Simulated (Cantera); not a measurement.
Input (Python, Cantera) and output of one run.

```python
import numpy as np
import cantera as ct

gas_names = """
    AL ALO ALO2 AL2 AL2O AL2O2 O O2 O3
""".split()
cond_names = """
    AL(cr) AL(L) AL2O3(a) AL2O3(L)
""".split()


# ... load() reads the species with a 1 bar reference pressure and builds the phases ...
atoms = {
    'Al2O3': {'AL': 2, 'O': 3},
    'O2': {'O': 2},
}
top_T = {}  # K; cautious upper limits of use, not melting points


# ... equilibrate(T, P, feed) seeds the gas with the atoms and calls Mixture.equilibrate('TP', solver="vcs", rtol=1e-11, max_steps=5000) ...
results = []
feed = {'Al2O3': 1, 'O2': 0.86}  # mol
P = 13000  # Pa
for T in [1273, 1423, 1573, 1723, 1873, 2023, 2173, 2323, 2473]:
    mix = equilibrate(T, P, feed)
    results.append((T, P, feed, dict(zip(mix.species_names, mix.species_moles))))

top = {s: max(r[3][s] / sum(r[3][g] for g in gas_names) for r in results) for s in gas_names}
cols = sorted((s for s in top if top[s] > 1e-05), key=lambda s: -top[s])[:7]
seen = [c for c in cond_names if any(r[3].get(c, 0) > 1e-12 for r in results)]
print("log10 of partial pressures in bar; condensed amounts in mol")
print(f"{'T/K':>10s}" + "".join(f"{s[:9]:>10s}" for s in cols + seen))
for T, P, feed, n in results:
    ng = sum(n[g] for g in gas_names)
    print(f"{T:10.4g}" + "".join(f"{np.log10(max(n[s] / ng * P / 1e5, 1e-99)):10.3f}" for s in cols)
          + "".join(f"{n.get(c, 0):10.4g}" for c in seen))
```

Output:

```
log10 of partial pressures in bar; condensed amounts in mol
       T/K        O2         O  AL2O3(a)  AL2O3(L)
      1273    -0.886    -7.411         1         0
      1423    -0.886    -6.314         1         0
      1573    -0.886    -5.424         1         0
      1723    -0.886    -4.688         1         0
      1873    -0.886    -4.070         1         0
      2023    -0.887    -3.542         1         0
      2173    -0.889    -3.088         1         0
      2323    -0.893    -2.693         1         0
      2473    -0.901    -2.348         0         1
```

Method: chemical equilibrium by Gibbs-energy minimisation in Cantera with the NASA 1993 tables (ideal gas, pure condensed phases).
